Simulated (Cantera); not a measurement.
# Stirred combustor or abatement burner

A perfectly stirred reactor is fed with 7.54 % CH₃OH, 19.4 % O₂, 73.0 % N₂, equivalence ratio 0.58, at 1.00 atm; it is adiabatic with a 400 K inlet, and is followed from long to short residence time, starting on the burning branch (τ in s: 0.5, 0.14, 0.039, 0.011, 0.0031, 0.00086, 0.00024, 6.7e-05, 1.9e-05, 5.3e-06).

Cantera simulation using GRI-Mech 3.0 (53 species, 325 reactions); the numbers are that mechanism's predictions, not measurements. GRI-Mech 3.0 was tuned for natural gas; its chemistry of methanol as a main component is partial and can be far from experiment.

```
τ (s)    T (K)   x CH₃OH    x O₂      x H₂   x CO₂   x CH₂CO    x CH₃
-------  -----  --------  ------  --------  ------  --------  -------
0.50      1762   1.28e-6  0.0781   5.20e-5  0.0725    <1e-12  1.15e-8
0.14      1759   3.17e-6  0.0781  0.000104  0.0723  1.91e-12  2.15e-8
0.039     1752   7.42e-6  0.0782  0.000224  0.0718  8.66e-12  4.64e-8
0.011     1738   1.69e-5  0.0785  0.000475  0.0707  5.29e-11  1.37e-7
0.0031    1711   3.93e-5  0.0793  0.000957  0.0684  4.42e-10  5.17e-7
0.00086   1656  0.000107  0.0819   0.00176  0.0628   4.78e-9  2.15e-6
0.00024    400    0.0754   0.194    <1e-12  <1e-12    <1e-12   <1e-12
6.7e-5     400    0.0754   0.194    <1e-12  <1e-12    <1e-12   <1e-12
1.9e-5     400    0.0754   0.194    <1e-12  <1e-12    <1e-12   <1e-12
5.3e-6     400    0.0754   0.194    <1e-12  <1e-12    <1e-12   <1e-12
```
x: mole fraction; the columns are a selection and need not sum to one.
